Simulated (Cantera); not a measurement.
Cantera run, input and output.

```python
import numpy as np
import cantera as ct

gas = ct.Solution("gri30.yaml")


def delay(T, t_max=10):
    gas.TPX = T, 3200000, {'CH4': 1, 'CO': 0.1, 'O2': 4.02, 'N2': 15.1}
    reactor = ct.IdealGasReactor(gas, clone=False)
    net = ct.ReactorNet([reactor])
    net.rtol, net.atol = 1e-8, 1e-16
    while net.time < t_max:
        t_old, T_old = net.time, reactor.T
        net.step()
        if reactor.T > T + 400:  # ignition: a rise of 400 K
            return t_old + (T + 400 - T_old) / (reactor.T - T_old) * (net.time - t_old)
    return np.nan


taus = []
for T in [1075, 1125, 1175, 1225, 1275, 1325]:
    taus.append(delay(T))
    print(f"T0 = {T:6g} K   tau = {taus[-1]:.4e} s")
```

It prints:

```
T0 =   1075 K   tau = 7.3130e-03 s
T0 =   1125 K   tau = 3.3332e-03 s
T0 =   1175 K   tau = 1.6347e-03 s
T0 =   1225 K   tau = 8.5357e-04 s
T0 =   1275 K   tau = 4.6996e-04 s
T0 =   1325 K   tau = 2.7057e-04 s
```

Detailed kinetics in Cantera: GRI-Mech 3.0 (53 species, 325 reactions). The pressure lies above the range GRI-Mech 3.0 was tuned for (to about 10 atm).
